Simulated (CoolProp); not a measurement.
Vapour-liquid equilibrium of methanol (1) + ethanol (2) at 1.1 MPa; x and y are mole fractions of (1).

The numbers come from the multi-fluid Helmholtz-energy mixture model, de Reuck 1993 and Schroeder 2014; pair parameters Bell 2016 in CoolProp.

```json
[
 {"x": "0.05", "bubble temperature (°C)": "153.7", "y at the bubble point": "(withheld)", "dew temperature at overall composition x (°C)": "153.9", "liquid density (mol/L)": "14.19"},
 {"x": "0.15", "bubble temperature (°C)": "152.2", "y at the bubble point": "(withheld)", "dew temperature at overall composition x (°C)": "152.6", "liquid density (mol/L)": "14.71"},
 {"x": "0.25", "bubble temperature (°C)": "150.7", "y at the bubble point": "0.304", "dew temperature at overall composition x (°C)": "151.4", "liquid density (mol/L)": "15.26"},
 {"x": "0.35", "bubble temperature (°C)": "149.4", "y at the bubble point": "0.413", "dew temperature at overall composition x (°C)": "150.1", "liquid density (mol/L)": "15.84"},
 {"x": "0.45", "bubble temperature (°C)": "148.0", "y at the bubble point": "(withheld)", "dew temperature at overall composition x (°C)": "148.9", "liquid density (mol/L)": "(withheld)"},
 {"x": "0.55", "bubble temperature (°C)": "146.7", "y at the bubble point": "0.616", "dew temperature at overall composition x (°C)": "147.6", "liquid density (mol/L)": "17.10"},
 {"x": "0.65", "bubble temperature (°C)": "145.3", "y at the bubble point": "0.711", "dew temperature at overall composition x (°C)": "(withheld)", "liquid density (mol/L)": "17.80"},
 {"x": "0.75", "bubble temperature (°C)": "143.9", "y at the bubble point": "0.801", "dew temperature at overall composition x (°C)": "144.7", "liquid density (mol/L)": "18.54"},
 {"x": "0.85", "bubble temperature (°C)": "(withheld)", "y at the bubble point": "(withheld)", "dew temperature at overall composition x (°C)": "143.1", "liquid density (mol/L)": "19.32"},
 {"x": "0.95", "bubble temperature (°C)": "141.1", "y at the bubble point": "0.964", "dew temperature at overall composition x (°C)": "141.3", "liquid density (mol/L)": "20.17"}
]
```

**Question.** What belongs in the gaps?

**Answer.** 
- 0.05, y at the bubble point: 0.066
- 0.15, y at the bubble point: 0.189
- 0.45, y at the bubble point: 0.517
- 0.45, liquid density (mol/L): 16.45
- 0.65, dew temperature at overall composition x (°C): 146.2
- 0.85, bubble temperature (°C): 142.5
- 0.85, y at the bubble point: 0.886

No azeotrope shows between x = 0.05 and 0.95.

Pair parameters are fitted to limited data, so mixtures are less certain than the pure fluids.
